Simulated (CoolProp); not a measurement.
Vapour-liquid equilibrium of propane (1) + n-perfluorobutane (2) at 1500 kPa; x and y are mole fractions of (1).

Values from CoolProp's multi-fluid Helmholtz-energy mixture model, Lemmon 2009 and Gao 2022; pair parameters Bell 2016.

```csv
x,bubble temperature (K),y at the bubble point,dew temperature at overall composition x (K),liquid density (mol/L)
0.05,358.4,0.124,362.4,5.029
0.125,349.1,0.292,358.4,5.409
0.2,341.2,0.425,354.2,5.755
0.275,335.0,0.523,350.0,6.074
0.35,330.4,0.595,345.7,6.378
0.425,326.9,0.650,341.2,6.681
0.5,324.2,0.694,336.5,6.998
0.575,322.1,0.732,331.7,7.346
0.65,320.4,0.768,326.9,7.736
0.725,319.0,0.804,322.5,8.182
0.8,318.0,0.844,319.2,8.695
0.875,317.2,0.891,317.4,9.283
0.95,317.0,0.950,317.0,9.950
```

y crosses x between x = 0.875 and 0.95: the model has an azeotrope there.

The pair parameters rest on a limited set of measurements; away from them the model extrapolates.
